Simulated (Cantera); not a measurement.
A diamond (100) surface in a fixed gas of H2 with x(CH4) = 0.03, x(H) = 0.0027, x(CH3) = 0.00027, at 1248 K; coverages are run to steady state.

Model: the Harris–Goodwin 1993 mechanism for the reconstructed diamond (100) surface, integrated in Cantera.

θ: site fractions in the mechanism's names (c6HH fully hydrogenated, c6H* and c6*H radical sites, c6** diradical, c6HM methylated).

| P (Pa) | growth (µm/h) | θ c6HH | θ c6H* | θ c6*H | θ c6** | θ c6HM |
|---|---|---|---|---|---|---|
| 1400 | 0.425 | 0.420 | 0.0430 | 0.503 | 0.0324 | … |
| 2300 | 0.804 | 0.419 | 0.0430 | 0.503 | 0.0324 | … |
| 3700 | 1.53 | 0.419 | 0.0430 | 0.502 | 0.0323 | … |
| 5800 | 2.93 | 0.419 | 0.0429 | 0.502 | 0.0323 | … |
| 9200 | 5.86 | 0.418 | 0.0429 | 0.501 | 0.0322 | … |
| 15000 | 12.5 | 0.417 | 0.0428 | 0.499 | 0.0322 | … |
| 23000 | 24.2 | 0.416 | 0.0427 | 0.498 | 0.0321 | … |
| 37000 | 49.8 | 0.415 | 0.0426 | 0.496 | 0.0320 | … |

Q: Fill in the missing entries.

A: 
- 1400, θ c6HM: 0.000485
- 2300, θ c6HM: 0.000789
- 3700, θ c6HM: 0.00124
- 5800, θ c6HM: 0.00189
- 9200, θ c6HM: 0.00284
- 15000, θ c6HM: 0.00426
- 23000, θ c6HM: 0.00586
- 37000, θ c6HM: 0.00801
